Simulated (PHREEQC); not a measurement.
Model water analysis in mg/kgw, 20 °C, pH 6.84, pe 8.2:

```
constituent           mg/kgw
------------------  --------
Na                      2.47
K                       2.58
Ca                      10.7
Mg                     0.193
Cl                      8.11
S(6) as SO4             8.14
Alkalinity as HCO3      18.9
Li                  0.000833
Pb                      2.34
```

Cl is adjusted to close the charge balance.
Valence states are taken as typed.

The numbers come from PHREEQC with the ion-association model, phreeqc.dat.

Each row changes one thing in this solution. Precipitation was switched off in this run.

```tsv
case	CO2 (mol/kgw)	SO4-2 (mol/kgw)	PbCO3 (mol/kgw)	Pb+2 (mol/kgw)	CaSO4 (mol/kgw)	PbHCO3+ (mol/kgw)	SI of Pb(OH)2 (Pb(OH)2)	SI of Cerussite (PbCO3)
as made	9.96e-5	8.17e-5	5.39e-6	4.32e-6	2.75e-6	8.78e-7	-0.07	+0.68
S(6) from 8.14 to 16.3 mg/kgw	9.95e-5	0.000164	5.32e-6	4.28e-6	5.41e-6	8.68e-7	-0.08	+0.68
pH from 6.84 to 6.54 at the same alkalinity	0.000201	8.16e-5	3.68e-6	5.81e-6	2.75e-6	1.20e-6	-0.54	+0.52
Ca from 10.7 to 32.1 mg/kgw	9.74e-5	7.77e-5	___	4.52e-6	6.76e-6	8.49e-7	___	+0.66
```

**Question.** Some entries are withheld; supply them.

**Answer.** 
- Ca from 10.7 to 32.1 mg/kgw, PbCO3 (mol/kgw): 5.11e-6
- Ca from 10.7 to 32.1 mg/kgw, SI of Pb(OH)2 (Pb(OH)2): -0.09

Some of these states are supersaturated (in Cerussite, for instance).
